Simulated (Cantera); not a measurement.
Charge: 1 mol CF₄, 0.055 mol F₂, 7.1 mol H₂, held at 1.00 mbar.

Cantera equilibrium calculation (NASA polynomials, part measured and part estimated; ideal gas, pure solids and liquids). Candidate condensed phases: C, C₆H₆, C₇H₈, C₈H₁₈; 95 gas species. Equilibrium is a limit: real reactors are often held back by kinetics, nucleation or transport. All values below are at 1175 K.

Base state: H₂ 0.551, HF 0.449 (mole fractions); condensed: C(graphite).

**Question.** What changes in the equilibrium state with this change: F₂ from 0.055 to 2.8 mol?

**Answer.** 
```csv
species,before,after
HF,0.449,0.807
H₂,0.551,0.193
"C(graphite), mol",1.000,1.000
```

**Question.** What changes in the equilibrium state with this change: CF₄ replaced by CH₃F?

**Answer.** 
```tsv
species	before	after
H₂	0.551	0.879
HF	0.449	0.121
CH₄	5.82e-6	1.48e-5
C(graphite), mol	1.000	1.000
```

**Question.** What changes in the equilibrium state with this change: CF₄ replaced by CH₃Cl?

**Answer.** 
| species | before | after |
|---|---|---|
| H₂ | 0.551 | 0.879 |
| HCl | 0 | 0.109 |
| HF | 0.449 | 0.0120 |
| CH₄ | 5.82e-6 | 1.48e-5 |
| C(graphite), mol | 1.000 | 1.000 |
